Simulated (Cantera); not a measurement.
# Silicon nitride deposition: SiCl4 + NH3 + H2

A closed system holds: 1 mol SiCl4, 1.8 mol NH3, 40 mol H2, equilibrated at 0.133 bar.

Equilibrium computed with Cantera from the NASA thermochemical tables; the gas is ideal and each condensed phase is pure. Candidate condensed phases: NH4Cl, Si, Si3N4; 28 gas species. The tables' values for SiCl3, SiCl are old estimates; treat these amounts as uncertain. Gases not in the tables: Si2H6 and higher silanes. Rates play no part.

From 625 °C to 1375 °C the condensed part is Si3N4(s). At 1525 °C the condensed part is Si(l). The main Si-bearing gas is SiCl4 at 625 °C and SiCl2 at 1525 °C. The share of Si in condensed phases is highest at 925 °C (98.7 %) and lowest at 1525 °C (39.9 %).

```
T (°C)   x H2   x HCl     x N2   x SiCl2       x H  n Si3N4(s)  n Si(l)
------  -----  ------  -------  --------  --------  ----------  -------
625     0.907  0.0868  0.00556   2.95e-9  2.85e-10       0.325        0
775     0.907  0.0877  0.00541   4.98e-7   2.01e-8       0.328        0
925     0.906  0.0880  0.00539   2.25e-5   4.96e-7       0.329        0
1075    0.906  0.0872  0.00566  0.000402   6.03e-6       0.323        0
1225    0.907  0.0816  0.00745   0.00302   4.48e-5       0.282        0
1375    0.910  0.0675   0.0120   0.00993  0.000233       0.178        0
1525    0.905  0.0613   0.0197    0.0129  0.000917           0    0.399
```
x: gas mole fraction; n: condensed amount in mol.
